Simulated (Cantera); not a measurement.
An isothermal plug-flow reactor at 775 K and 20000 Pa (inlet), inlet velocity 3.1 m/s, active area per volume 2900 1/m; feed 2.33 % CO, 2.91 % O2, 92.1 % N2, 2.68 % H2O.

Detailed kinetics in Cantera: Deutschmann's 1995 Pt surface mechanism with GRI-Mech 3.0 gas chemistry. Catalytic surfaces can have several steady states; this one follows from the mechanism file's or the stated starting coverage. Mass transfer to the wall is taken as infinitely fast.

One state of this run: x CO = 1.14e-5; x O2 = 0.0177; x H2O = 0.0271; x CO2 = 0.0236; θ free Pt = 0.0940; θ O* = 0.903; θ OH* = 0.00263; θ CO* = 4.83e-6. x: gas mole fraction; θ: surface coverage.

### Question
Which value of z (m) does it belong to?
A. 0.0044
B. 0.00061
C. 0.0023
D. 0.0012

### Answer
C, 0.0023
